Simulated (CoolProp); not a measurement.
R1234ze(Z) along the isobar 22.2 bar: Z from the reference equation and from simpler models built on Tc = 423.3 K, pc = 35.31 bar, ω = 0.327; each cubic takes its own stable root.

Computed with CoolProp (reference Helmholtz-energy equation of state, Akasaka 2019).

```csv
T (K),phase,reference
299.2,liquid,0.08281
310.3,liquid,0.08181
321.5,liquid,0.08107
332.7,liquid,0.08062
343.9,liquid,0.08050
355.1,liquid,0.08075
366.3,liquid,0.08150
377.5,liquid,0.08293
```

Q: How far does each simpler model (van der Waals, Redlich-Kwong, Soave-Redlich-Kwong) lie from the reference over these 8 states: mean and median of the absolute difference, and the worst?

A: 
- van der Waals: mean 86.1 %, median 85.7 %, worst +89.0 % at 377.5 K and 22.2 bar
- Redlich-Kwong: mean 32.1 %, median 31.5 %, worst +37.1 % at 377.5 K and 22.2 bar
- Soave-Redlich-Kwong: mean 24.7 %, median 24.1 %, worst +28.2 % at 377.5 K and 22.2 bar
